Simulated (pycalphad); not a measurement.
**Effect of Al content in Si-Al**

All values are pycalphad results on the COST 507 light-alloy database (1999) (1 atm), not direct measurements. These are 1990s assessments: newer ones move some temperatures and phases. Phase fractions are per mole of atoms.

| alloy | liquidus (°C) | first solid | solidus (°C) | phases at 352 °C |
|---|---|---|---|---|
| Si-11.73Al (wt.%) | 1354 | diamond (Si) | 577 | diamond (Si) 0.88, fcc 0.12 |
| Si-47.6Al (wt.%) | 1077 | diamond (Si) | 577 | diamond (Si) 0.51, fcc 0.49 |
| Si-72.1Al (wt.%) | ? | diamond (Si) | 577 | ? |

Task: What belongs in the gaps?

Result: 
- Si-72.1Al (wt.%), liquidus (°C): 794
- Si-72.1Al (wt.%), phases at 352 °C: fcc 0.73, diamond (Si) 0.27
